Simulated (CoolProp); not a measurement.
Computed with CoolProp (reference Helmholtz-energy equation of state, Akasaka 2020).

Q: Give the vapour pressure (MPa), liquid density (kg/m³), vapour density (kg/m³), enthalpy of vaporisation (kJ/kg) of saturated R1123 at -42.35 °C.

A: 
```
T (°C)  p (MPa)  liquid density (kg/m³)  vapour density (kg/m³)  enthalpy of vaporisation (kJ/kg)
------  -------  ----------------------  ----------------------  --------------------------------
-42.35    0.245                    1280                    11.2                               211
```
